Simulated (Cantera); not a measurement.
A closed system holds: 1 mol PbO, 0.75 mol C, 5.8 mol N2, equilibrated at 1.00 bar.

These are equilibrium values from Cantera (NASA tables, ideal gas, pure condensed phases), not measurements of a reactor. Candidate condensed phases: C, Pb, PbO, PbO2, Pb3O4; 27 gas species. Gases not in the tables: (PbO)n polymers. Kinetics and transport are ignored.

Problem. Which condensed phases are stable at each of these points (T (K)): 1473, 1573, 1673, 1773, 1873, 1973, 2073, 2173, 2273, 2373, 2473, 2573?

Solution. 
| T (K) | condensed phases | Pb condensed (%) |
|---|---|---|
| 1473 | Pb(l) | 87.4 |
| 1573 | Pb(l) | 66.9 |
| 1673 | Pb(l) | 19.4 |
| 1773 | gas only | 0.0 |
| 1873 | gas only | 0.0 |
| 1973 | gas only | 0.0 |
| 2073 | gas only | 0.0 |
| 2173 | gas only | 0.0 |
| 2273 | gas only | 0.0 |
| 2373 | gas only | 0.0 |
| 2473 | gas only | 0.0 |
| 2573 | gas only | 0.0 |

From 1473 K to 1673 K the condensed part is Pb(l). From 1773 K to 2573 K nothing is condensed.
